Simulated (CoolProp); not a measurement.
Saturation properties of p-xylene (Tc = 616.2 K, pc = 3.532 MPa, ω = 0.324).

Computed with CoolProp (reference Helmholtz-energy equation of state, Zhou 2012).

| T (K) | p (MPa) | vapour density (kg/m³) | surface tension (mN/m) |
|---|---|---|---|
| 449.2 | 0.2521 | 7.854 | 12.8 |
| 457.4 | 0.3005 | 9.306 | 12.0 |
| 465.7 | 0.3564 | 10.99 | 11.2 |
| 474 | 0.4199 | 12.91 | 10.5 |
| 482.2 | (withheld) | 15.07 | 9.77 |
| 490.5 | 0.5714 | 17.55 | 9.04 |
| 498.8 | 0.6617 | 20.38 | 8.32 |
| 507 | 0.7611 | (withheld) | 7.63 |
| 515.3 | (withheld) | 27.19 | 6.93 |
| 523.6 | 0.9965 | 31.35 | 6.25 |

**Question.** Some entries are withheld; supply them.

**Answer.** 
- 482.2, p (MPa): 0.4908
- 507, vapour density (kg/m³): 23.54
- 515.3, p (MPa): 0.8728

It boils at 411.5 K under 1 atm.

Surface tension comes from a separate correlation (Mulero 2014).
